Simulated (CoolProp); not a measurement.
Saturation properties of acetone.

The numbers come from the reference Helmholtz-energy equation of state, Lemmon 2006 in CoolProp. It is a short technical equation, of lower accuracy than the large ones.

```json
[
 {"T (K)": "327.5", "p (MPa)": "0.09549", "enthalpy of vaporisation (kJ/kg)": "503.3", "liquid cp (kJ/(kg K))": "2.224", "surface tension (mN/m)": "(withheld)"},
 {"T (K)": "339.6", "p (MPa)": "0.1427", "enthalpy of vaporisation (kJ/kg)": "(withheld)", "liquid cp (kJ/(kg K))": "2.263", "surface tension (mN/m)": "17.6"},
 {"T (K)": "351.6", "p (MPa)": "0.2059", "enthalpy of vaporisation (kJ/kg)": "(withheld)", "liquid cp (kJ/(kg K))": "2.305", "surface tension (mN/m)": "16.1"},
 {"T (K)": "363.6", "p (MPa)": "0.2892", "enthalpy of vaporisation (kJ/kg)": "461.0", "liquid cp (kJ/(kg K))": "2.350", "surface tension (mN/m)": "14.7"},
 {"T (K)": "375.6", "p (MPa)": "0.3963", "enthalpy of vaporisation (kJ/kg)": "445.5", "liquid cp (kJ/(kg K))": "2.400", "surface tension (mN/m)": "13.3"},
 {"T (K)": "387.7", "p (MPa)": "(withheld)", "enthalpy of vaporisation (kJ/kg)": "428.8", "liquid cp (kJ/(kg K))": "(withheld)", "surface tension (mN/m)": "11.9"},
 {"T (K)": "399.7", "p (MPa)": "0.7009", "enthalpy of vaporisation (kJ/kg)": "411.2", "liquid cp (kJ/(kg K))": "2.517", "surface tension (mN/m)": "10.5"},
 {"T (K)": "411.7", "p (MPa)": "0.9065", "enthalpy of vaporisation (kJ/kg)": "392.2", "liquid cp (kJ/(kg K))": "2.588", "surface tension (mN/m)": "9.21"},
 {"T (K)": "423.7", "p (MPa)": "1.155", "enthalpy of vaporisation (kJ/kg)": "371.6", "liquid cp (kJ/(kg K))": "2.670", "surface tension (mN/m)": "(withheld)"},
 {"T (K)": "435.8", "p (MPa)": "1.454", "enthalpy of vaporisation (kJ/kg)": "348.8", "liquid cp (kJ/(kg K))": "2.769", "surface tension (mN/m)": "6.59"},
 {"T (K)": "447.8", "p (MPa)": "(withheld)", "enthalpy of vaporisation (kJ/kg)": "323.6", "liquid cp (kJ/(kg K))": "2.894", "surface tension (mN/m)": "5.34"},
 {"T (K)": "459.8", "p (MPa)": "2.218", "enthalpy of vaporisation (kJ/kg)": "295.1", "liquid cp (kJ/(kg K))": "3.064", "surface tension (mN/m)": "4.13"},
 {"T (K)": "471.8", "p (MPa)": "2.699", "enthalpy of vaporisation (kJ/kg)": "262.0", "liquid cp (kJ/(kg K))": "3.319", "surface tension (mN/m)": "2.96"}
]
```

Q: Fill in the missing entries.

A: 
- 327.5, surface tension (mN/m): 19.1
- 339.6, enthalpy of vaporisation (kJ/kg): 489.8
- 351.6, enthalpy of vaporisation (kJ/kg): 475.7
- 387.7, p (MPa): 0.5328
- 387.7, liquid cp (kJ/(kg K)): 2.456
- 423.7, surface tension (mN/m): 7.89
- 447.8, p (MPa): 1.805

It boils at 329.2 K under 1 atm.

Surface tension comes from a separate correlation (Mulero 2012).
